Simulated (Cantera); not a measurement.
A Cantera script and what it prints.

```python
import numpy as np
import cantera as ct

gas_names = """
    CL CL2 H HCL H2 Si SiCL SiCL2 SiCL3 SiCL4 SiH SiHCL3 SiH2 SiH2CL2 SiH3 SiH3CL SiH4 Si2 Si3
""".split()
cond_names = """
    Si(cr) Si(L)
""".split()


# ... load() reads the species with a 1 bar reference pressure and builds the phases ...
atoms = {
    'SiCl4': {'Si': 1, 'CL': 4},
    'Cl2': {'CL': 2},
    'H2': {'H': 2},
}
top_T = {}  # K; cautious upper limits of use, not melting points


# ... equilibrate(T, P, feed) seeds the gas with the atoms and calls Mixture.equilibrate('TP', solver="vcs", rtol=1e-11, max_steps=5000) ...
results = []
T = 900  # K
P = 1500000  # Pa
for m in [0.25, 0.37, 0.56, 0.83, 1.2, 1.8, 2.7, 4, 6]:
    feed = {'SiCl4': 1, 'Cl2': 1.7, 'H2': m}  # mol
    mix = equilibrate(T, P, feed)
    results.append((T, P, feed, dict(zip(mix.species_names, mix.species_moles))))

top = {s: max(r[3][s] / sum(r[3][g] for g in gas_names) for r in results) for s in gas_names}
cols = sorted((s for s in top if top[s] > 1e-06), key=lambda s: -top[s])[:7]
seen = [c for c in cond_names if any(r[3].get(c, 0) > 1e-12 for r in results)]
print("log10 of partial pressures in bar; condensed amounts in mol")
print(f"{'n(H2)':>10s}" + "".join(f"{s[:9]:>10s}" for s in cols + seen))
for T, P, feed, n in results:
    ng = sum(n[g] for g in gas_names)
    print(f"{feed['H2']:10.4g}" + "".join(f"{np.log10(max(n[s] / ng * P / 1e5, 1e-99)):10.3f}" for s in cols)
          + "".join(f"{n.get(c, 0):10.4g}" for c in seen))
```

Result:

```
log10 of partial pressures in bar; condensed amounts in mol
     n(H2)       HCL        H2       CL2     SiCL4    SiHCL3        CL
      0.25     0.405   -11.680     0.868     0.706   -13.926    -3.697
      0.37     0.558   -11.320     0.813     0.689   -13.735    -3.725
      0.56     0.712   -10.919     0.720     0.663   -13.515    -3.771
      0.83     0.848   -10.494     0.568     0.628   -13.261    -3.847
       1.2     0.965    -9.977     0.284     0.585   -12.904    -3.989
       1.8     1.054    -0.477    -9.037     0.523    -3.556    -8.650
       2.7     0.975     0.443   -10.116     0.443    -2.635    -9.189
         4     0.882     0.711   -10.571     0.349    -2.368    -9.417
         6     0.769     0.870   -10.956     0.235    -2.210    -9.609
```

These are equilibrium values from Cantera (NASA tables, ideal gas, pure condensed phases), not measurements of a reactor.
